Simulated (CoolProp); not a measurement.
Properties of hydrogen chloride along the isobar 8.89 MPa (Tc = 51.5 °C, pc = 8.314 MPa, ω = 0.130).

The numbers come from the reference Helmholtz-energy equation of state, Thol 2018 in CoolProp.

```
T (°C)          phase       Z  cv (kJ/(kg K))  speed of sound (m/s)
------  -------------  ------  --------------  --------------------
-64.75         liquid  0.1631           1.002                  1038
-22.95         liquid  0.1509               …                 837.9
18.85          liquid  0.1515               …                 599.5
60.75   supercritical  0.4673           1.042                 241.3
102.55  supercritical       …          0.7350                 306.0
144.35  supercritical  0.8210          0.6482                     …
186.15  supercritical  0.8748               …                 369.1
228.05  supercritical  0.9098          0.5996                 392.2
```

Task: Complete the blanks.

Result: 
- -22.95, cv (kJ/(kg K)): 0.9321
- 18.85, cv (kJ/(kg K)): 0.8918
- 102.55, Z: 0.7268
- 144.35, speed of sound (m/s): 341.6
- 186.15, cv (kJ/(kg K)): 0.6138
